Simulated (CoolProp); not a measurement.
Vapour-liquid equilibrium of carbonyl sulfide (1) + propane (2) at 1.35 MPa; x and y are mole fractions of (1).

Values from CoolProp's multi-fluid Helmholtz-energy mixture model, Lemmon 2006 and Lemmon 2009; pair parameters Bell 2016.

```
x      bubble temperature (K)  y at the bubble point  dew temperature at overall composition x (K)  liquid density (mol/L)
-----  ----------------------  ---------------------  --------------------------------------------  ----------------------
0.05                    311.6                  0.064                                         311.8                   10.84
0.125                   310.4                  0.155                                         310.8                   11.16
0.2                     309.3                  0.240                                         309.8                   11.50
0.275                   308.3                  0.322                                         308.8                   11.86
0.35                    307.3                  0.400                                             …                   12.23
0.425                       …                  0.476                                         307.0                   12.62
0.5                     305.6                  0.550                                         306.2                   13.03
0.575                   304.8                  0.623                                         305.3                   13.46
0.65                    304.0                      …                                         304.5                   13.92
0.725                       …                  0.764                                         303.7                   14.39
0.8                     302.4                  0.832                                         302.8                   14.90
0.875                   301.6                  0.897                                         301.9                   15.43
0.95                    300.8                  0.960                                         301.0                   15.99
```

What belongs in the gaps?


- 0.35, dew temperature at overall composition x (K): 307.9
- 0.425, bubble temperature (K): 306.5
- 0.65, y at the bubble point: 0.694
- 0.725, bubble temperature (K): 303.2

No azeotrope shows between x = 0.05 and 0.95.

The pair parameters rest on a limited set of measurements; away from them the model extrapolates.
